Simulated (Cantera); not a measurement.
A Cantera script and what it prints.

```python
import numpy as np
import cantera as ct

gas_names = """
    C CH CH2 CH3 CH2OH CH3O CH4 CH3OH CO CO2 COOH C2 C2H CHCO,ketyl C2H2,acetylene C2H2,vinylidene
    CH2CO,ketene C2H3,vinyl CH3CO,acetyl C2H4 C2H4O,ethylen CH3CHO,ethanal CH3COOH (HCOOH)2 C2H5 C2H6
    CH3OCH3 C2H5OH C2O C3 C3H3,propargyl C3H4,allene C3H4,propyne C3H4,cyclo- C3H5,allyl C3H6,propylene
    C3H6,cyclo- C3H6O C3H7,n-propyl C3H7,i-propyl C3H8 C3H8O,1propanol C3H8O,2propanol C3O2 C4 C4H2
    C4H4,1,3-cyclo- C4H6,butadiene C4H6,2-butyne C4H6,cyclo- C4H8,1-butene C4H8,cis2-buten
    C4H8,tr2-butene C4H8,isobutene C4H8,cyclo- (CH3COOH)2 C4H9,n-butyl C4H9,i-butyl C4H9,s-butyl
    C4H9,t-butyl C4H10,isobutane C4H10,n-butane C5 C5H6,1,3cyclo- C5H8,cyclo- C5H10,1-pentene
    C5H10,cyclo- C5H11,pentyl C5H11,t-pentyl C5H12,n-pentane C5H12,i-pentane CH3C(CH3)2CH3 C6H2
    C6H5,phenyl C6H5O,phenoxy C6H6 C6H5OH,phenol C6H10,cyclo- C6H12,1-hexene C6H12,cyclo- C6H13,n-hexyl
    C7H7,benzyl C7H8 C7H8O,cresol C7H14,1-heptene C7H15,n-heptyl C7H16,n-heptane C8H8,styrene
    C8H10,ethylbenz C8H16,1-octene C8H17,n-octyl C8H18,isooctane C8H18,n-octane C9H19,n-nonyl
    C10H8,naphthale C10H21,n-decyl C12H9,o-bipheny C12H10,bipheny H HCO HO2 H2 HCHO,formaldehy HCOOH H2O
    H2O2 O OH O2 O3
""".split()
cond_names = """
    C(gr) C6H6(L) C7H8(L) C8H18(L),n-octa H2O(s) H2O(L)
""".split()


def load(file, names, dense=False):
    # The tables refer to 1 bar. Condensed volumes are neglected.
    table = {s.name: s for s in ct.Species.list_from_file(file)}
    out = []
    for n in names:
        d = dict(table[n].input_data)
        d["thermo"] = dict(d["thermo"], **{"reference-pressure": 1e5})
        if dense:
            d["equation-of-state"] = {"model": "constant-volume", "density": "1e6 g/cm^3"}
        out.append(ct.Species.from_dict(d))
    return out


gas = ct.Solution(thermo="ideal-gas", species=load("nasa_gas.yaml", gas_names))
cond = {s.name: ct.Solution(thermo="fixed-stoichiometry", species=[s], name=s.name)
        for s in load("nasa_condensed.yaml", cond_names, dense=True)}
atoms = {
    'n-butane': {'C': 4, 'H': 10},
    'O2': {'O': 2},
    'H2': {'H': 2},
}
top_T = {'C(gr)': 4500}  # K; cautious upper limits of use, not melting points


def equilibrate(T, P, feed):
    n = {}
    for name, mol in feed.items():
        for a, k in atoms[name].items():
            n[a] = n.get(a, 0.0) + k * mol
    gas.TPX = T, P, n
    mass = sum(n.values()) * gas.mean_molecular_weight
    gas.equilibrate("TP")
    valid = [c for c in cond.values() if c.min_temp <= T <= top_T.get(c.name, c.max_temp)]
    mix = ct.Mixture([(gas, mass / gas.mean_molecular_weight)] + [(c, 0.0) for c in valid])
    mix.T, mix.P = T, P
    mix.equilibrate("TP", solver="vcs", rtol=1e-11, max_steps=5000)
    return mix


results = []
feed = {'n-butane': 1, 'O2': 0.015, 'H2': 71}  # mol
P = 133.322  # Pa
for T in [525, 600, 675, 750, 825, 900, 975, 1050, 1125, 1200, 1275, 1350, 1425]:
    mix = equilibrate(T, P, feed)
    results.append((T, P, feed, dict(zip(mix.species_names, mix.species_moles))))
    x = sorted(zip(gas.X, gas.species_names), reverse=True)
    print(f"T = {T:g} K  P = {P:g} Pa  gas = {mix.phase_moles(0):.4g} mol")
    print("   x: " + "  ".join(f"{s} {v:.3e}" for v, s in x if v > 1e-06))
    print("   condensed (mol): " + ("  ".join(f"{mix.phase(i).name} {mix.phase_moles(i):.4g}"
          for i in range(1, mix.n_phases) if mix.phase_moles(i) > 1e-12) or "none"))
```

Output:

```
T = 525 K  P = 133.322 Pa  gas = 72 mol
   x: H2 9.440e-01  CH4 5.556e-02  H2O 4.166e-04
   condensed (mol): none
T = 600 K  P = 133.322 Pa  gas = 72 mol
   x: H2 9.440e-01  CH4 5.555e-02  H2O 4.086e-04  CO 7.892e-06
   condensed (mol): none
T = 675 K  P = 133.322 Pa  gas = 74.62 mol
   x: H2 9.809e-01  CH4 1.872e-02  H2O 2.284e-04  CO 1.727e-04
   condensed (mol): C(gr) 2.59
T = 750 K  P = 133.322 Pa  gas = 75.71 mol
   x: H2 9.954e-01  CH4 4.219e-03  CO 3.534e-04  H2O 4.265e-05
   condensed (mol): C(gr) 3.654
T = 825 K  P = 133.322 Pa  gas = 75.94 mol
   x: H2 9.984e-01  CH4 1.202e-03  CO 3.885e-04  H2O 6.526e-06
   condensed (mol): C(gr) 3.879
T = 900 K  P = 133.322 Pa  gas = 76 mol
   x: H2 9.992e-01  CH4 4.154e-04  CO 3.935e-04  H2O 1.272e-06
   condensed (mol): C(gr) 3.939
T = 975 K  P = 133.322 Pa  gas = 76.02 mol
   x: H2 9.994e-01  CO 3.943e-04  CH4 1.673e-04
   condensed (mol): C(gr) 3.957
T = 1050 K  P = 133.322 Pa  gas = 76.02 mol
   x: H2 9.995e-01  CO 3.945e-04  CH4 7.626e-05
   condensed (mol): C(gr) 3.964
T = 1125 K  P = 133.322 Pa  gas = 76.03 mol
   x: H2 9.996e-01  CO 3.946e-04  CH4 3.843e-05  H 1.217e-06
   condensed (mol): C(gr) 3.967
T = 1200 K  P = 133.322 Pa  gas = 76.03 mol
   x: H2 9.996e-01  CO 3.946e-04  CH4 2.104e-05  H 5.404e-06
   condensed (mol): C(gr) 3.968
T = 1275 K  P = 133.322 Pa  gas = 76.03 mol
   x: H2 9.996e-01  CO 3.946e-04  H 2.018e-05  CH4 1.235e-05
   condensed (mol): C(gr) 3.969
T = 1350 K  P = 133.322 Pa  gas = 76.03 mol
   x: H2 9.995e-01  CO 3.946e-04  H 6.525e-05  CH4 7.678e-06  C2H2,acetylene 1.238e-06
   condensed (mol): C(gr) 3.969
T = 1425 K  P = 133.322 Pa  gas = 76.04 mol
   x: H2 9.994e-01  CO 3.945e-04  H 1.868e-04  CH4 5.017e-06  C2H2,acetylene 3.523e-06
   condensed (mol): C(gr) 3.969
```

These are equilibrium values from Cantera (NASA tables, ideal gas, pure condensed phases), not measurements of a reactor.
